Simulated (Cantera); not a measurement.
An adiabatic, constant-pressure homogeneous reactor starts with 14.1 % CH₄, 14.1 % O₂, 52.1 % N₂, 19.7 % H₂O, at 1275 K and 5.00 bar.

Cantera simulation using GRI-Mech 3.0 (53 species, 325 reactions); the numbers are that mechanism's predictions, not measurements.

x: mole fraction; the columns are a selection and need not sum to one.

| t (s) | T (K) | x CH₄ | x O₂ | x H₂O | x H₂O₂ | x C₂H |
|---|---|---|---|---|---|---|
| 6.00e-6 | 1275 | 0.141 | 0.141 | 0.197 | ? | <1e-12 |
| 1.45e-5 | 1275 | 0.141 | 0.141 | 0.197 | ? | <1e-12 |
| 3.53e-5 | 1275 | 0.141 | 0.141 | 0.197 | ? | <1e-12 |
| 8.55e-5 | 1275 | 0.141 | 0.141 | 0.197 | ? | <1e-12 |
| 0.000207 | 1275 | 0.141 | 0.141 | 0.197 | ? | <1e-12 |
| 0.000503 | 1275 | 0.141 | 0.141 | 0.197 | ? | <1e-12 |
| 0.00122 | 1276 | 0.141 | 0.141 | 0.197 | ? | <1e-12 |
| 0.00295 | 1279 | 0.140 | 0.140 | 0.198 | ? | <1e-12 |
| 0.00716 | 1350 | 0.125 | 0.129 | 0.210 | ? | <1e-12 |
| 0.0174 | 2148 | 5.54e-10 | 4.02e-7 | 0.265 | 1.10e-9 | <1e-12 |
| 0.0421 | 2149 | 5.51e-10 | 4.03e-7 | 0.265 | 1.10e-9 | <1e-12 |
| 0.102 | 2149 | 5.51e-10 | 4.03e-7 | 0.265 | 1.10e-9 | <1e-12 |
| 0.247 | 2149 | 5.51e-10 | 4.03e-7 | 0.265 | 1.11e-9 | <1e-12 |
| 0.600 | 2149 | 5.50e-10 | 4.03e-7 | 0.265 | 1.11e-9 | <1e-12 |

### Question
Fill in the missing entries.

### Answer

- 6.00e-6, x H₂O₂: 2.64e-9
- 1.45e-5, x H₂O₂: 1.20e-8
- 3.53e-5, x H₂O₂: 4.14e-8
- 8.55e-5, x H₂O₂: 9.47e-8
- 0.000207, x H₂O₂: 1.26e-7
- 0.000503, x H₂O₂: 1.52e-7
- 0.00122, x H₂O₂: 2.56e-7
- 0.00295, x H₂O₂: 6.70e-7
- 0.00716, x H₂O₂: 6.45e-6
